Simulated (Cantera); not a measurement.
**Adiabatic ignition**

An adiabatic, constant-volume homogeneous reactor starts with 18.3 % CH3OH, 17.2 % O2, 64.5 % N2, equivalence ratio 1.6, at 1550 K and 0.680 bar.

Model: GRI-Mech 3.0 (53 species, 325 reactions), integrated in Cantera. GRI-Mech 3.0 was tuned for natural gas; its chemistry of methanol as a main component is partial and can be far from experiment.

```json
[
 {"t (s)": "5.00e-6", "T (K)": "1550", "P (bar)": "0.680", "x CH3OH": "0.183", "x O2": "0.172", "x O": "4.11e-8", "x H2O2": "1.83e-7", "x CH4": "4.33e-6"},
 {"t (s)": "1.83e-5", "T (K)": "1550", "P (bar)": "0.680", "x CH3OH": "0.183", "x O2": "0.171", "x O": "5.14e-8", "x H2O2": "8.12e-6", "x CH4": "3.74e-5"},
 {"t (s)": "6.72e-5", "T (K)": "1555", "P (bar)": "0.684", "x CH3OH": "0.179", "x O2": "0.169", "x O": "1.33e-7", "x H2O2": "0.000171", "x CH4": "0.000149"},
 {"t (s)": "0.000247", "T (K)": "2830", "P (bar)": "1.54", "x CH3OH": "<1e-12", "x O2": "0.00535", "x O": "0.00487", "x H2O2": "2.30e-7", "x CH4": "<1e-12"},
 {"t (s)": "0.000904", "T (K)": "2876", "P (bar)": "1.55", "x CH3OH": "<1e-12", "x O2": "0.00415", "x O": "0.00377", "x H2O2": "2.32e-7", "x CH4": "<1e-12"},
 {"t (s)": "0.00332", "T (K)": "2872", "P (bar)": "1.55", "x CH3OH": "<1e-12", "x O2": "0.00400", "x O": "0.00366", "x H2O2": "2.26e-7", "x CH4": "<1e-12"},
 {"t (s)": "0.0122", "T (K)": "2872", "P (bar)": "1.55", "x CH3OH": "<1e-12", "x O2": "0.00400", "x O": "0.00366", "x H2O2": "2.26e-7", "x CH4": "<1e-12"},
 {"t (s)": "0.0446", "T (K)": "2872", "P (bar)": "1.55", "x CH3OH": "<1e-12", "x O2": "0.00400", "x O": "0.00366", "x H2O2": "2.26e-7", "x CH4": "<1e-12"},
 {"t (s)": "0.164", "T (K)": "2872", "P (bar)": "1.55", "x CH3OH": "<1e-12", "x O2": "0.00400", "x O": "0.00366", "x H2O2": "2.26e-7", "x CH4": "<1e-12"},
 {"t (s)": "0.600", "T (K)": "2872", "P (bar)": "1.55", "x CH3OH": "<1e-12", "x O2": "0.00400", "x O": "0.00366", "x H2O2": "2.26e-7", "x CH4": "<1e-12"}
]
```
x: mole fraction; the columns are a selection and need not sum to one.

```yaml
time_of_steepest_temperature_rise: 0.158 ms
temperature at 0.600 s: 2872 K
equilibrium_temperature: 2872 K
x(CH3OH) at 0.600 s: <1e-12 (gas-phase equilibrium <1e-12)
x(O2) at 0.600 s: 0.00400 (gas-phase equilibrium 0.00400)
x(O) at 0.600 s: 0.00366 (gas-phase equilibrium 0.00366)
```
